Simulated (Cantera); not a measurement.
Input: 1 mol SiH4, 7.7 mol NO, 9 mol N2, 6.1 mol CO2, held at 0.260 bar.

Method: chemical equilibrium by Gibbs-energy minimisation in Cantera with the NASA 1993 tables (ideal gas, pure condensed phases). Candidate condensed phases: C, C6H6, C7H8, C8H18, H2O, Si, SiC, SiO2, Si2N2O, Si3N4; 151 gas species. Equilibrium is a limit: real reactors are often held back by kinetics, nucleation or transport. All values below are at 500 °C.

Base state: N2 0.564, CO2 0.268, H2O 0.0877, O2 0.0811 (mole fractions); condensed: SiO2(α-quartz).

### Question
What changes in the equilibrium state with this change: NO from 7.7 to 29 mol?

### Answer
```tsv
species	before	after
N2	0.564	0.533
O2	0.0811	0.283
CO2	0.268	0.138
H2O	0.0877	0.0454
SiO2(α-quartz), mol	1.00	1.00
```
